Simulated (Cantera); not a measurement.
A perfectly stirred reactor is fed with H2 : O2 : N2 = 0.56 : 1 : 1.2 (molar parts), at 0.0987 atm; it is held at 1275 K, and followed from long to short residence time.

Model: GRI-Mech 3.0 (53 species, 325 reactions), integrated in Cantera. The temperature is held fixed by assumption; the heat of reaction is taken as removed at once.

x: mole fraction; the columns are a selection and need not sum to one.

```
τ (s)        x H2   x O2       x HO2     x NO       x O       x H    x N2O
-------  --------  -----  ----------  -------  --------  --------  -------
0.42     0.000357  0.290  (withheld)  2.51e-7  0.000443   7.25e-5  1.04e-7
0.19     0.000597  0.290  (withheld)  2.71e-7  0.000754  0.000161  8.74e-8
0.088    0.000978  0.289  (withheld)  3.45e-7   0.00126  0.000347  7.25e-8
0.040     0.00161  0.289  (withheld)  4.99e-7   0.00211  0.000760  5.87e-8
0.019     0.00256  0.288  (withheld)  7.48e-7   0.00341   0.00158  4.74e-8
0.0085    0.00418  0.287  (withheld)  1.17e-6   0.00567   0.00344  3.70e-8
0.0039    0.00662  0.285     2.54e-5  1.75e-6   0.00908   0.00715  2.86e-8
0.0018     0.0103  0.283     2.65e-5  2.42e-6    0.0140    0.0141  2.19e-8
0.00082    0.0156  0.281     2.65e-5  2.92e-6    0.0206    0.0260  1.64e-8
```

Problem. What belongs in the gaps?

Solution. 
- 0.42, x HO2: 6.95e-6
- 0.19, x HO2: 9.83e-6
- 0.088, x HO2: 1.31e-5
- 0.040, x HO2: 1.67e-5
- 0.019, x HO2: 2.01e-5
- 0.0085, x HO2: 2.32e-5
